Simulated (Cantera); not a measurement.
**Hydrogen reduction and annealing atmospheres: FeS₂ + H₂ + H₂O + O₂**

Input: 1 mol FeS₂, 150 mol H₂, 1.6 mol H₂O, 0.42 mol O₂, equilibrated at 0.100 bar.

Equilibrium computed with Cantera from the NASA thermochemical tables; the gas is ideal and each condensed phase is pure. Candidate condensed phases: Fe, FeO, Fe(OH)₂, Fe(OH)₃, FeS, FeSO₄, FeS₂, Fe₂O₃, Fe₂(SO₄)₃, Fe₃O₄, H₂O, H₂SO₄, S; 22 gas species. The numbers say what is thermodynamically allowed, not how fast it happens.

| T (K) | log p H₂ | log p H₂O | log p H | log p H₂S | log p Fe | log p SH | log p S₂ | n Fe(γ) | n Fe(δ) | n Fe(l) |
|---|---|---|---|---|---|---|---|---|---|---|
| 1598 | -1.01 | -2.79 | -4.78 | -2.91 | -5.98 | -4.41 | -4.53 | 0.998 | 0 | 0 |
| 1648 | -1.01 | -2.79 | -4.56 | -2.93 | -5.58 | -4.26 | -4.38 | 0.996 | 0 | 0 |
| 1698 | -1.01 | -2.79 | -4.35 | -2.95 | -5.22 | -4.12 | -4.25 | 0 | 0.991 | 0 |
| 1748 | -1.01 | -2.79 | -4.15 | -2.97 | -4.87 | -4.00 | -4.14 | 0 | 0.979 | 0 |
| 1798 | -1.01 | -2.79 | -3.96 | -3.00 | -4.54 | -3.89 | -4.05 | 0 | 0.956 | 0 |
| 1848 | -1.01 | -2.80 | -3.78 | -3.03 | -4.24 | -3.80 | -3.97 | 0 | 0 | 0.913 |
| 1898 | -1.01 | -2.80 | -3.61 | -3.07 | -3.96 | -3.71 | -3.91 | 0 | 0 | 0.834 |
| 1948 | -1.01 | -2.80 | -3.45 | -3.11 | -3.70 | -3.64 | -3.86 | 0 | 0 | 0.695 |
| 1998 | -1.02 | -2.80 | -3.30 | -3.16 | -3.45 | -3.57 | -3.83 | 0 | 0 | 0.454 |
| 2048 | -1.02 | -2.80 | -3.16 | -3.21 | -3.21 | -3.51 | -3.81 | 0 | 0 | 0.0519 |
| 2098 | -1.02 | -2.80 | -3.02 | -3.26 | -3.19 | -3.46 | -3.80 | 0 | 0 | 0 |
| 2148 | -1.02 | -2.80 | -2.89 | -3.31 | -3.19 | -3.42 | -3.80 | 0 | 0 | 0 |
log p: log10 of the partial pressure in bar; n: condensed amount in mol.

From 1598 K to 1648 K the condensed part is Fe(γ). From 1698 K to 1798 K the condensed part is Fe(δ). From 1848 K to 2048 K the condensed part is Fe(l). From 2098 K to 2148 K nothing is condensed. The main Fe-bearing gas is Fe throughout.
